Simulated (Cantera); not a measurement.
Boron, boron nitride and boron oxide: B + O2 + H2

A closed system holds: 1 mol B, 0.18 mol O2, 0.12 mol H2, at 1000 Pa.

Cantera equilibrium calculation (NASA polynomials, part measured and part estimated; ideal gas, pure solids and liquids). Candidate condensed phases: B, B2O3, B3O3H3, H2O; 23 gas species. Mutual solubility and eutectic melting of coexisting phases are not modelled. The tables' values for BH2 are old estimates; treat these amounts as uncertain. Rates play no part.

From 1025 °C to 1425 °C the condensed part is B(s) + B2O3(l). From 1525 °C to 2025 °C the condensed part is B(s). At 2125 °C the condensed part is B(l). The main B-bearing gas is HBO at 1025 °C and BO at 2125 °C. The share of B in condensed phases is highest at 1025 °C (99.9 %) and lowest at 2125 °C (63.3 %).

```csv
T (°C),log p H2,log p BO,log p B2O2,log p HBO,log p B2O3,log p H,log p B2O,log p HBO2,n B(s),n B2O3(l),n B(l)
1025,-2.00,-7.96,-5.96,-4.55,-6.75,-6.97,-11.04,-6.39,0.760,0.120,0
1125,-2.01,-6.80,-4.92,-3.97,-5.64,-6.33,-9.62,-5.67,0.759,0.119,0
1225,-2.02,-5.80,-4.04,-3.47,-4.68,-5.78,-8.40,-5.07,0.758,0.117,0
1325,-2.08,-4.93,-3.27,-3.05,-3.85,-5.31,-7.33,-4.56,0.751,0.109,0
1425,-2.31,-4.17,-2.59,-2.78,-3.12,-5.00,-6.40,-4.22,0.713,0.0555,0
1525,-2.50,-3.70,-2.41,-2.74,-3.10,-4.70,-5.78,-4.31,0.665,0,0
1625,-2.52,-3.35,-2.39,-2.71,-3.30,-4.37,-5.30,-4.48,0.656,0,0
1725,-2.55,-3.06,-2.41,-2.70,-3.53,-4.07,-4.89,-4.66,0.649,0,0
1825,-2.58,-2.81,-2.46,-2.71,-3.78,-3.80,-4.54,-4.86,0.645,0,0
1925,-2.62,-2.60,-2.55,-2.74,-4.08,-3.56,-4.24,-5.08,0.641,0,0
2025,-2.66,-2.44,-2.68,-2.81,-4.43,-3.35,-3.99,-5.35,0.637,0,0
2125,-2.72,-2.33,-2.88,-2.91,-4.84,-3.16,-3.83,-5.65,0,0,0.633
```
log p: log10 of the partial pressure in bar; n: condensed amount in mol.
